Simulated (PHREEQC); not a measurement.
PHREEQC input (Pitzer model, pitzer.dat):

```
SOLUTION 1
  temp 15
  units mol/kgw
  pH 7 charge
  Cl 0.0043
  Na 1.2043
  S(6) 0.6062
  Mg 0.0062
END
USE solution 1
INCREMENTAL_REACTIONS false
REACTION 1
  H2O -1
  0 9.886 18.011 24.689 30.178 34.689 38.397 41.444
  43.949 46.007 47.699 49.089 moles
EQUILIBRIUM_PHASES 1
  Bischofite 0 0
  Bloedite 0 0
  Brucite 0 0
  Epsomite 0 0
  Halite 0 0
  Hexahydrite 0 0
  Kieserite 0 0
  Mirabilite 0 0
  Thenardite 0 0
  MgCl2_4H2O 0 0
SELECTED_OUTPUT 1
  -reset false
  -pH true
  -pe true
  -ionic_strength true
  -water true
  -activities H2O
  -totals Cl Mg Na S
  -molalities H+ Na+ Mg+2 Cl- SO4-2 OH- HSO4- MgOH+
  -equilibrium_phases Bischofite Bloedite Brucite Epsomite Halite Hexahydrite Kieserite Mirabilite Thenardite MgCl2_4H2O
PRINT
  -reset false
END
```

Selected output (columns that matter, 12 of 12 rows; water left (kg) added in front):

```
water left (kg)	pH	mu	Cl	Mg	Na	S	m_H+	m_Na+	m_Mg+2	m_Cl-	m_SO4-2	m_OH-	la_H2O	Mirabilite
1	7.4463	1.8291	0.0043	0.0062	1.2043	0.6062	7.9959e-08	1.2043	0.0062	0.0043	0.6062	2.2714e-07	-0.0094042	0
0.821894	7.4474	2.2255	0.0052318	0.0075436	1.4653	0.73756	8.0959e-08	1.4653	0.0075435	0.0052318	0.73756	2.3108e-07	-0.011181	0
0.675514	7.4463	2.7077	0.0063655	0.0091782	1.7828	0.89739	8.135e-08	1.7828	0.0091782	0.0063655	0.89739	2.3284e-07	-0.013307	0
0.53977	7.4394	2.9125	0.0079664	0.011486	1.9137	0.96437	8.2251e-08	1.9137	0.011486	0.0079664	0.96437	2.3019e-07	-0.014201	0.085665
0.420342	7.4281	2.9264	0.01023	0.01475	1.915	0.96716	8.4156e-08	1.915	0.01475	0.01023	0.96716	2.2523e-07	-0.014253	0.19966
0.322193	7.4133	2.9456	0.013346	0.019243	1.9169	0.971	8.6714e-08	1.9169	0.019243	0.013346	0.971	2.1892e-07	-0.014326	0.29335
0.241515	7.3934	2.9729	0.017804	0.025671	1.9194	0.97648	9.0254e-08	1.9194	0.025671	0.017804	0.97648	2.1078e-07	-0.01443	0.37036
0.175218	7.3656	3.0142	0.024541	0.035384	1.9233	0.98476	9.5365e-08	1.9233	0.035384	0.024541	0.98476	2.0012e-07	-0.014588	0.43365
0.120714	7.3249	3.082	0.035621	0.051361	1.9296	0.99835	1.0325e-07	1.9296	0.051361	0.035621	0.99835	1.8576e-07	-0.01485	0.48569
0.0759328	7.2594	3.2102	0.056629	0.081651	1.9413	1.024	1.1681e-07	1.9413	0.081651	0.056629	1.024	1.6564e-07	-0.015352	0.52845
0.0391082	7.1333	3.5327	0.10995	0.15853	1.969	1.0881	1.4584e-07	1.969	0.15853	0.10995	1.0881	1.3512e-07	-0.016661	0.56365
0.00879186	6.6501	5.7253	0.48909	0.7052	2.0994	1.5103	2.7119e-07	2.0994	0.7052	0.48909	1.5103	7.3355e-08	-0.027602	0.59292
```
